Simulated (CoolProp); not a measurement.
R22 along the isotherm 236.4 K: density (kg/m³) from the reference equation and from simpler models built on Tc = 369.3 K, pc = 4.990 MPa, ω = 0.221; each cubic takes its own stable root.

Values from CoolProp's reference Helmholtz-energy equation of state, Kamei 1995.

| p (MPa) | phase | reference | van der Waals | Redlich-Kwong | Soave-Redlich-Kwong | Peng-Robinson |
|---|---|---|---|---|---|---|
| 1.78 | liquid | 1401 | 847.9 | 1239 | 1273 | 1438 |
| 3.56 | liquid | 1405 | 856.5 | 1246 | 1279 | 1443 |
| 5.35 | liquid | 1409 | 864.3 | 1252 | 1284 | 1448 |
| 7.13 | liquid | 1413 | 871.4 | 1258 | 1289 | 1453 |
| 8.91 | liquid | 1417 | 877.8 | 1264 | 1293 | 1457 |
| 10.7 | liquid | 1421 | 883.9 | 1269 | 1298 | 1462 |
| 12.5 | liquid | 1425 | 889.5 | 1275 | 1302 | 1466 |
| 14.3 | liquid | 1428 | 894.7 | 1280 | 1306 | 1470 |
| 16 | liquid | 1431 | 899.4 | 1284 | 1310 | 1474 |
| 17.8 | liquid | 1435 | 904.0 | 1289 | 1314 | 1478 |
| 19.6 | liquid | 1438 | 908.4 | 1294 | 1318 | 1481 |
| 21.4 | liquid | 1442 | 912.5 | 1298 | 1321 | 1485 |
| 23.2 | liquid | 1445 | 916.5 | 1302 | 1325 | 1488 |
| 25 | liquid | 1448 | 920.2 | 1306 | 1329 | 1492 |
